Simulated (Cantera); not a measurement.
CS₂ + SO₂ + O₂ (abatement and gas-phase synthesis)

Charge: 1 mol CS₂, 0.0083 mol SO₂, a varied amount of O₂, at 3400 K and 46500 Torr.

These are equilibrium values from Cantera (NASA tables, ideal gas, pure condensed phases), not measurements of a reactor. Candidate condensed phases: C, S; 22 gas species. The ideal-gas law is rough above about 30 bar. Equilibrium is a limit: real reactors are often held back by kinetics, nucleation or transport.

From 0.056 mol O₂ to 8.5 mol O₂ nothing is condensed. The main C-bearing gas is CS at 0.056 mol O₂ and CO₂ at 8.5 mol O₂.

```csv
n(O₂) (mol),log p O₂,log p SO₂,log p CO,log p S₂,log p CS,log p CS₂,log p SO,log p CO₂,log p S,log p O,log p S₂O
0.056,-9.84,-7.50,0.75,1.19,1.35,1.20,-3.16,-4.25,0.45,-5.34,-4.26
0.089,-9.37,-7.00,0.91,1.22,1.29,1.16,-2.91,-3.85,0.46,-5.10,-3.99
0.14,-8.82,-6.44,1.07,1.27,1.20,1.10,-2.61,-3.41,0.49,-4.83,-3.67
0.22,-8.14,-5.73,1.23,1.32,1.05,0.97,-2.24,-2.92,0.51,-4.49,-3.27
0.35,-7.09,-4.64,1.38,1.39,0.70,0.66,-1.68,-2.24,0.55,-3.96,-2.67
0.55,-3.08,-0.62,1.45,1.42,-1.21,-1.25,0.33,-0.16,0.56,-1.96,-0.65
0.87,-1.75,0.63,1.38,1.27,-2.03,-2.13,0.92,0.43,0.48,-1.29,-0.13
1.4,-1.13,1.11,1.29,0.98,-2.57,-2.82,1.09,0.65,0.34,-0.98,-0.11
2.2,-0.44,1.42,1.15,0.21,-3.44,-4.07,1.05,0.85,-0.04,-0.64,-0.53
3.4,0.99,1.50,0.67,-2.50,-5.99,-7.98,0.41,1.09,-1.40,0.08,-2.52
5.4,1.43,1.32,0.31,-3.72,-7.18,-9.78,0.02,0.95,-2.01,0.30,-3.53
8.5,1.58,1.13,0.06,-4.41,-7.85,<-10,-0.25,0.77,-2.35,0.37,-4.14
```
log p: log10 of the partial pressure in bar; nothing condenses.
